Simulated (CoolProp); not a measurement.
Model: reference Helmholtz-energy equation of state, Lemmon 2006, in CoolProp. It is a short technical equation, of lower accuracy than the large ones.

### Question
For carbonyl sulfide, give the phase and the cp (kJ/(kg K)), isothermal compressibility (1/MPa), expansivity (1/kK), fugacity coefficient at -13.35 °C and 3.3 MPa.

### Answer
- -13.35 °C and 3.3 MPa: liquid; cp 1.23, isothermal compressibility 0.00206, expansivity 2.14, fugacity coefficient 0.129
